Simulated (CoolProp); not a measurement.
A single-stage vapour-compression cycle with the fluid: evaporating at 326.15 K (dew point), condensing at 386.15 K (bubble point), superheat 5 K, subcooling 5 K, compressor efficiency 0.6, no pressure losses. The same conditions are run with several fluids, on thermodynamics alone (safety and materials aside).

Values from CoolProp's reference Helmholtz-energy equation of state of each fluid (ethanol: Schroeder 2014; R1336mzz(Z): McLinden 2020; R236EA: Rui 2013; R245fa: Akasaka 2015; isobutene: Lemmon 2005; cis-2-butene: Lemmon 2005).

Question: Rank ethanol, R1336mzz(Z), R236EA, R245fa, isobutene, cis-2-butene by cooling COP, highest first.

Answer: ethanol (2.84), cis-2-butene (2.37), R1336mzz(Z) (2.22), R245fa (2.19), isobutene (2.13), R236EA (1.93)

```csv
fluid,pressure ratio,discharge temperature (K),refrigerating effect (kJ/kg),volumetric capacity (kJ/m³)
ethanol,10.1,479.2,732,421
R1336mzz(Z),4.81,386.2,85.5,1090
R236EA,4.15,389.9,66.6,2090
R245fa,4.44,394.3,96.8,1970
isobutene,3.54,398.2,181,2820
cis-2-butene,3.77,404.1,227,2510
```

The compression ends wet for: R1336mzz(Z).
